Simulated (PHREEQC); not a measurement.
A PHREEQC speciation (ion-association model, phreeqc.dat) at 20 °C gives pH 0.72 and these molalities:

```
species   mol/kgw
-------  --------
H+          0.240
HSO4-       0.180
SO4-2      0.0307
Mg+2     0.000864
MgSO4    0.000436
Fe+2      1.98e-5
FeHSO4+   1.29e-5
FeSO4     7.31e-6
```

**Question.** What are the element totals, and what could have been dissolved in 1 kg of water to give them?

**Answer.** Several could match; the one computed here: totals Fe(2) 4.00e-5, Mg 0.00130, S(6) 0.211 mol/kgw, from 0.21 mol/kgw H2SO4, 4e-05 mol/kgw FeSO4 and 0.0013 mol/kgw MgSO4.

Precipitation was switched off in this run. Species that the database lacks are ignored.
